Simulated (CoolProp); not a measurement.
Carbon monoxide along the isotherm 148 K: density (kg/m³) from the reference equation and from simpler models built on Tc = 132.9 K, pc = 34.98 bar, ω = 0.050; each cubic takes its own stable root.

The numbers come from the reference Helmholtz-energy equation of state, Lemmon 2006 in CoolProp. It is a short technical equation, of lower accuracy than the large ones.

| p (bar) | phase | reference |
|---|---|---|
| 0.553 | gas | 1.264 |
| 0.861 | gas | 1.972 |
| 1.34 | gas | 3.079 |
| 2.09 | gas | 4.828 |
| 3.25 | gas | 7.570 |
| 5.06 | gas | 11.94 |
| 7.88 | gas | 19.01 |
| 12.3 | gas | 30.75 |
| 19.1 | gas | 50.75 |
| 29.8 | gas | 88.87 |
| 46.3 | supercritical | 178.6 |
| 72.1 | supercritical | 389.5 |
| 112 | supercritical | 496.1 |
| 175 | supercritical | 564.5 |

Problem. How far does each simpler model (ideal gas, van der Waals, Redlich-Kwong, Soave-Redlich-Kwong, Peng-Robinson) lie from the reference over these 14 states: mean and median of the absolute difference, and the worst?

Solution. 
- ideal gas: mean 17.0 %, median 7.3 %, worst -57.9 % at 148 K and 72.1 bar
- van der Waals: mean 4.0 %, median 0.2 %, worst -18.8 % at 148 K and 175 bar
- Redlich-Kwong: mean 1.0 %, median 0.2 %, worst -6.6 % at 148 K and 72.1 bar
- Soave-Redlich-Kwong: mean 1.2 %, median 0.1 %, worst -8.4 % at 148 K and 72.1 bar
- Peng-Robinson: mean 2.0 %, median 0.9 %, worst +8.4 % at 148 K and 175 bar
